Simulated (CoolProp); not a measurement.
Vapour-liquid equilibrium of C2F6 (R116) (1) + R22 (2) at -8.25 °C; x and y are mole fractions of (1).

Model: multi-fluid Helmholtz-energy mixture model, Lemmon 2006 and Kamei 1995; pair parameters Bell 2016, in CoolProp.

```json
[
 {"x": "0.05", "bubble pressure, mixture model (MPa)": "(withheld)", "bubble pressure, Raoult's law (MPa)": "0.4321", "y, mixture model": "0.348", "y, Raoult's law": "0.171"},
 {"x": "0.2", "bubble pressure, mixture model (MPa)": "0.9434", "bubble pressure, Raoult's law (MPa)": "0.5966", "y, mixture model": "(withheld)", "y, Raoult's law": "0.494"},
 {"x": "0.35", "bubble pressure, mixture model (MPa)": "(withheld)", "bubble pressure, Raoult's law (MPa)": "0.7611", "y, mixture model": "0.691", "y, Raoult's law": "0.678"},
 {"x": "0.5", "bubble pressure, mixture model (MPa)": "(withheld)", "bubble pressure, Raoult's law (MPa)": "0.9256", "y, mixture model": "0.739", "y, Raoult's law": "0.796"},
 {"x": "0.65", "bubble pressure, mixture model (MPa)": "1.315", "bubble pressure, Raoult's law (MPa)": "1.090", "y, mixture model": "(withheld)", "y, Raoult's law": "0.879"},
 {"x": "0.8", "bubble pressure, mixture model (MPa)": "(withheld)", "bubble pressure, Raoult's law (MPa)": "1.255", "y, mixture model": "0.856", "y, Raoult's law": "0.940"},
 {"x": "0.95", "bubble pressure, mixture model (MPa)": "(withheld)", "bubble pressure, Raoult's law (MPa)": "1.419", "y, mixture model": "(withheld)", "y, Raoult's law": "0.987"}
]
```

Problem. Fill in the missing entries.

Solution. 
- 0.05, bubble pressure, mixture model (MPa): 0.5779
- 0.2, y, mixture model: 0.614
- 0.35, bubble pressure, mixture model (MPa): 1.118
- 0.5, bubble pressure, mixture model (MPa): 1.225
- 0.65, y, mixture model: 0.788
- 0.8, bubble pressure, mixture model (MPa): 1.399
- 0.95, bubble pressure, mixture model (MPa): 1.463
- 0.95, y, mixture model: 0.956

The largest gap from Raoult's law is +58.1 % in bubble pressure, at x = 0.2. No azeotrope shows between x = 0.05 and 0.95.

The pair parameters rest on a limited set of measurements; away from them the model extrapolates. With so large a gap from Raoult's law the liquid may split in two, which this calculation doesn't test in full.
